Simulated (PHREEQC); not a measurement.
TMAH is added in steps, without added water, to 1 kg of water holding 0.0085 mol/kgw NaHCO3, at 25 °C. Oxygen alone is held at its pressure in air (log pO2 = -0.68). The system is closed to CO2. Precipitation was switched off in this run.

Base run: PHREEQC, ion-association model, phreeqc.dat. Each further column changes one thing. The table gives CO3-2 (mol/kgw).

| TMAH added (mol) | base | Debye-Hückel limiting law | Davies equation for every ion | metal-ligand complexes left out | database wateq4f.dat |
|---|---|---|---|---|---|
| 0 | 8.76e-5 | 8.93e-5 | 8.80e-5 | 9.27e-5 | 8.76e-5 |
| 0.001365 | 0.00122 | 0.00122 | 0.00122 | 0.00134 | 0.00122 |
| 0.00273 | 0.00242 | 0.00244 | 0.00243 | 0.00265 | 0.00242 |
| 0.004095 | 0.00362 | 0.00366 | 0.00363 | 0.00395 | 0.00362 |
| 0.005005 | 0.00440 | 0.00445 | 0.00441 | 0.00479 | 0.00441 |
| 0.00637 | 0.00551 | 0.00559 | 0.00553 | 0.00598 | 0.00552 |
| 0.007735 | 0.00646 | 0.00656 | 0.00648 | 0.00698 | 0.00647 |
| 0.0091 | 0.00709 | 0.00720 | 0.00711 | 0.00764 | 0.00710 |

(CH3)4N+ isn't in the database: it is added as a free cation with an ion size of 4 Å. phreeqc.dat and wateq4f.dat share most of their constants, so their agreement is no independent check.
